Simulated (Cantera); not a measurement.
Input: 1 mol Si₂H₆, 0.55 mol HCl, 8.3 mol N₂, held at 465 Torr.

Equilibrium computed with Cantera from the NASA thermochemical tables; the gas is ideal and each condensed phase is pure. Candidate condensed phases: NH₄Cl, Si, Si₃N₄; 28 gas species. The feed counts by its element totals alone. N₂ is the only nitrogen source here; it is nearly inert below about 1500 K, so the nitride shown seldom forms there in practice. Kinetics and transport are ignored.

Over these rows the condensed part is Si₃N₄(s). Partial pressures as log10 of bar:

```tsv
T (K)	1000/T (1/K)	log p SiCl₂	log p N₂	log p H₂	log p HCl
1298	0.7704	-5.76	-0.39	-0.75	-1.49
1373	0.7283	?	-0.39	-0.75	-1.49
1448	0.6906	-4.67	-0.39	-0.75	-1.49
1523	0.6566	-4.21	-0.39	-0.75	-1.49
1598	0.6258	-3.80	-0.39	-0.75	-1.49
1673	0.5977	-3.44	-0.39	-0.75	-1.50
```

Fit log p(SiCl₂) = a + b·(1000/T) to the five rows, give the apparent enthalpy, and predict the row at 1373 K.

Means: 1000/T = 0.6682, log p = -4.376. Sxy = -0.240366, Sxx = 0.0178492, so b = -13.47 and a = -4.376 − (-13.47)×0.6682 = 4.62.
Apparent enthalpy: −19.145 × (-13.47) = 258 kJ/mol. With the condensed phases at unit activity, 1/3 Si₃N₄(s) + 2 HCl(g) = SiCl₂(g) + 2/3 N₂(g) + H₂(g) links this pressure to the main gases: over the six rows their terms move log p by -0.02 in all, so the slope is close to that reaction's ΔH°. The five rows lie within 0.01 of the line.
Prediction at 1373 K: 4.62 + (-13.47)×0.7283 = -5.19. The computed value is -5.19, 0.00 from the line.
